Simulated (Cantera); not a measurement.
**Premixed flame**

A freely propagating, adiabatic, planar premixed flame of H₂ : O₂ : N₂ = 1 : 0.333 : 1.25 (molar parts), unburnt at 300 K and 3380 Torr; multicomponent transport, grid criteria slope 0.08 and curve 0.16, no radiation.

Model: the H2/O2 subset of GRI-Mech 3.0, which has no nitrogen chemistry, integrated in Cantera. The hydrogen kinetics of GRI-Mech 3.0 are dated; newer H2 mechanisms differ, most at raised pressure. Burning velocities carry a grid error of a few per cent, more on coarse grids.

| z (mm) | T (K) | u (m/s) | x H₂ | x O₂ | x HO₂ | x H | x H₂O | x O |
|---|---|---|---|---|---|---|---|---|
| -0.145 | 300 | 2.97 | 0.387 | 0.129 | <1e-8 | <1e-8 | <1e-8 | <1e-8 |
| -0.0964 | 300 | 2.97 | 0.387 | 0.129 | <1e-8 | <1e-8 | 1.27e-8 | <1e-8 |
| -0.0723 | 300 | 2.97 | 0.387 | 0.129 | 1.27e-8 | <1e-8 | 1.94e-7 | <1e-8 |
| -0.0482 | 301 | 2.98 | 0.386 | 0.129 | 4.70e-7 | <1e-8 | 6.44e-6 | 2.46e-8 |
| -0.0241 | 358 | 3.47 | 0.372 | 0.131 | 0.000185 | 6.86e-7 | 0.00179 | 2.83e-6 |
| -0.0121 | 688 | 6.42 | 0.331 | 0.124 | 0.00109 | 0.00142 | 0.0283 | 0.000142 |
| 0 | 1151 | 10.4 | 0.266 | 0.0970 | 0.000437 | 0.0126 | 0.0943 | 0.00121 |
| 0.0121 | 1485 | 13.3 | 0.200 | 0.0575 | 0.000207 | 0.0292 | 0.172 | 0.00292 |
| 0.0241 | 1682 | 14.9 | 0.157 | 0.0272 | 9.12e-5 | 0.0399 | 0.229 | 0.00315 |
| 0.0482 | 1860 | 16.4 | 0.131 | 0.00598 | 1.88e-5 | 0.0418 | 0.269 | 0.00214 |
| 0.0964 | 1995 | 17.5 | 0.131 | 0.00137 | 4.51e-6 | 0.0319 | 0.281 | 0.00124 |
| 0.193 | 2101 | 18.3 | 0.135 | 0.000584 | 2.00e-6 | 0.0211 | 0.287 | 0.000598 |
| 0.386 | 2176 | 18.8 | 0.138 | 0.000231 | 8.12e-7 | 0.0128 | 0.291 | 0.000236 |
x: mole fraction of selected species; z is measured from the peak of heat release.

The laminar burning velocity comes out as 297 cm/s and the thermal thickness is 0.0482 mm. The peak x(HO₂) comes out as 0.00117. The peak x(H) is 0.0430 and the peak x(O) is 0.00323. The grid points is 117.
